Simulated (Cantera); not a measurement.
A perfectly stirred reactor is fed with NO : N2 = 1 : 4.9 (molar parts), at 203 Torr; it is held at 2073 K, and followed from long to short residence time.

Detailed kinetics in Cantera: GRI-Mech 3.0 (53 species, 325 reactions).

Question: What does this change do: N2 4.9 to 1 parts?

Answer: 
```
quantity                 before     after
---------------------  --------  --------
x(NO) at τ = 2.10 s      0.0760     0.155
x(O) at τ = 2.10 s     0.000489  0.000934
x(N2O) at τ = 2.10 s    2.63e-6   9.48e-6
x(O2) at τ = 2.10 s      0.0464     0.172
x(N2) at τ = 2.10 s       0.877     0.672
x(NO) at τ = 74.0 ms      0.165     0.469
x(O) at τ = 74.0 ms    0.000165  0.000361
x(N2O) at τ = 74.0 ms   1.28e-5   9.73e-5
x(O2) at τ = 74.0 ms    0.00209    0.0150
x(N2) at τ = 74.0 ms      0.833     0.515
```
